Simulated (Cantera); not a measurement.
Input (Python, Cantera) and output of one run.

```python
import numpy as np
import cantera as ct

gas_names = """
    AL ALCL ALCL2 ALCL3 ALH AL2 AL2CL6 CL CL2 H HCL H2
""".split()
cond_names = """
    AL(cr) AL(L) ALCL3(s) ALCL3(L)
""".split()


# ... load() reads the species with a 1 bar reference pressure and builds the phases ...
atoms = {
    'Al': {'AL': 1},
    'HCl': {'H': 1, 'CL': 1},
    'H2': {'H': 2},
}
top_T = {}  # K; cautious upper limits of use, not melting points


# ... equilibrate(T, P, feed) seeds the gas with the atoms and calls Mixture.equilibrate('TP', solver="vcs", rtol=1e-11, max_steps=5000) ...
results = []
feed = {'Al': 1, 'HCl': 0.18, 'H2': 7.1}  # mol
T = 798  # K
P = 27000  # Pa
mix = equilibrate(T, P, feed)
results.append((T, P, feed, dict(zip(mix.species_names, mix.species_moles))))
x = sorted(zip(gas.X, gas.species_names), reverse=True)
print(f"T = {T:g} K  P = {P:g} Pa  gas = {mix.phase_moles(0):.4g} mol")
print("   x: " + "  ".join(f"{s} {v:.3e}" for v, s in x if v > 1e-06))
print("   condensed (mol): " + ("  ".join(f"{mix.phase(i).name} {mix.phase_moles(i):.4g}"
      for i in range(1, mix.n_phases) if mix.phase_moles(i) > 1e-12) or "none"))
```

Result:

```
T = 798 K  P = 27000 Pa  gas = 7.25 mol
   x: H2 9.918e-01  ALCL3 8.127e-03  AL2CL6 6.228e-05  ALCL 4.088e-05  ALCL2 1.620e-05  HCL 1.028e-06
   condensed (mol): AL(cr) 0.9398
```

These are equilibrium values from Cantera (NASA tables, ideal gas, pure condensed phases), not measurements of a reactor. The tables' values for AlCl2 are old estimates; treat these amounts as uncertain.
